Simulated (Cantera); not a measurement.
# Thermodynamics of silicon carbide growth, feed Si(CH3)4 + H2

A closed system holds: 1 mol Si(CH3)4, 600 mol H2, equilibrated at 1973 K and 7.50 Torr.

Equilibrium computed with Cantera from the NASA thermochemical tables; the gas is ideal and each condensed phase is pure. Candidate condensed phases: C, C6H6, C7H8, C8H18, Si, SiC; 87 gas species. Rates play no part.

```json
{
  "x(H2)": "0.986",
  "x(H)": "0.0134",
  "x(C2H2 (acetylene))": "0.000631",
  "x(Si)": "0.000156",
  "x(SiH)": "1.12e-5",
  "x(SiC2)": "5.70e-6",
  "x(SiH2)": "4.44e-6",
  "x(CH4)": "4.44e-6",
  "x(Si2C)": "3.82e-6",
  "n(C(graphite))": "2.33 mol",
  "n(SiC(s))": "0.887 mol",
  "gas_amount": "610.2 mol",
  "log10 activity of Si(l) (absent)": "-1.30"
}
```
